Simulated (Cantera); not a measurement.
## Transport properties of process gases

Gas mixture: 100 % N2O, at 0.0168 atm, frozen composition.

Cantera's kinetic-theory transport with the Lennard-Jones parameters of GRI-Mech 3.0, ideal gas; thermal conductivity in the multicomponent form. The composition is frozen, though it would react at the higher temperatures.

| T (K) | ρ (kg/m³) | cp (J/kg/K) | μ (µPa s) | λ (mW/m/K) | Pr | D (cm²/s) C2H2 | D (cm²/s) OH | D (cm²/s) NH3 |
|---|---|---|---|---|---|---|---|---|
| 400 | 0.0225 | 970.3 | 19.5 | 25.3 | 0.746 | 12.5 | 24.5 | 16.8 |
| 600 | 0.0150 | 1101 | 27.3 | 40.4 | 0.744 | 26.2 | 49.6 | 36.5 |
| 800 | 0.0112 | 1192 | 34.0 | 54.7 | 0.742 | 43.6 | 81.0 | 61.9 |
| 1000 | 0.00900 | 1255 | 40.0 | 67.9 | 0.740 | 64.1 | 118 | 92.4 |
| 1200 | 0.00750 | 1294 | 45.5 | 79.8 | 0.738 | 87.5 | 160 | 127 |
| 1400 | 0.00643 | 1327 | 50.5 | 91.0 | 0.736 | 114 | 207 | 166 |
| 1600 | 0.00562 | 1353 | 55.2 | 102 | 0.735 | 142 | 259 | 209 |
| 1800 | 0.00500 | 1375 | 59.7 | 112 | 0.733 | 173 | 315 | 255 |
| 2000 | 0.00450 | 1392 | 64.0 | 122 | 0.732 | 207 | 375 | 305 |
D: mixture-averaged diffusion coefficient of that species in the mixture.
